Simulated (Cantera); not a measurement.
A closed system holds: 1 mol trisilylamine, 1.7 mol NH3, 22 mol N2, held at 1650 K and 13.3 mbar.

Equilibrium computed with Cantera from the NASA thermochemical tables; the gas is ideal and each condensed phase is pure. Candidate condensed phases: Si, Si3N4; 18 gas species. The feed counts by its element totals alone. Kinetics and transport are ignored.

Base state: N2 0.752, H2 0.248, H 0.000392 (mole fractions); condensed: Si3N4(s).

Question: What changes in the equilibrium state with this change: pressure from 13.3 mbar to 58.0 Pa?

Answer: 
| species | before | after |
|---|---|---|
| N2 | 0.752 | 0.767 |
| H2 | 0.248 | 0.231 |
| H | 0.000392 | 0.00181 |
| Si | 3.37e-6 | 0.000462 |
| Si2N | 7.18e-8 | 1.23e-5 |
| Si3N4(s), mol | 1.000 | 0 |
| Si(s), mol | 0 | 2.98 |
